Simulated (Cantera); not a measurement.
**Premixed flame**

A freely propagating, adiabatic, planar premixed flame of H2 : O2 : N2 : H2O = 1 : 0.208 : 0.783 : 0.0087 (molar parts), equivalence ratio 2.4, unburnt at 548 K and 0.210 bar; mixture-averaged transport, grid criteria slope 0.08 and curve 0.16, no radiation.

Model: the H2/O2 subset of GRI-Mech 3.0, which has no nitrogen chemistry, integrated in Cantera. Burning velocities carry a grid error of a few per cent, more on coarse grids.

```
z (mm)  T (K)  u (m/s)   x H2      x O2   x H2O2       x H       x O    x HO2
------  -----  -------  -----  --------  -------  --------  --------  -------
-10.2     548     6.10  0.500     0.104    <1e-8     <1e-8     <1e-8    <1e-8
-6.80     548     6.10  0.500     0.104    <1e-8     <1e-8     <1e-8    <1e-8
-5.10     548     6.10  0.500     0.104    <1e-8     <1e-8     <1e-8    <1e-8
-3.40     548     6.10  0.500     0.104    <1e-8   2.25e-7     <1e-8  6.20e-7
-1.70     564     6.27  0.498     0.104  1.20e-6  0.000472   1.15e-5  7.41e-5
-0.850    725     7.93  0.472    0.0990  1.15e-6    0.0107  0.000197  4.25e-5
0        1086     11.6  0.355    0.0597  2.38e-7    0.0688   0.00283  1.59e-5
0.850    1323     14.0  0.262   0.00753  1.20e-7     0.110   0.00178  1.95e-6
1.70     1410     14.9  0.256  0.000772  8.70e-8     0.108  0.000821  1.87e-7
3.40     1506     15.8  0.264  0.000286  8.38e-8    0.0951  0.000725  6.48e-8
6.80     1613     16.8  0.274  0.000235  6.82e-8    0.0796  0.000633  5.00e-8
13.6     1727     17.8  0.285  0.000171  4.43e-8    0.0628  0.000480  3.57e-8
27.2     1834     18.7  0.295  0.000106  2.44e-8    0.0467  0.000311  2.34e-8
```
x: mole fraction of selected species; z is measured from the peak of heat release.

The laminar burning velocity comes out as 610 cm/s, the thermal thickness is 3.40 mm and the peak x(H2O2) comes out as 1.79e-6. The peak x(H) is 0.111. The peak x(O) comes out as 0.00330 and the peak x(HO2) is 7.41e-5.
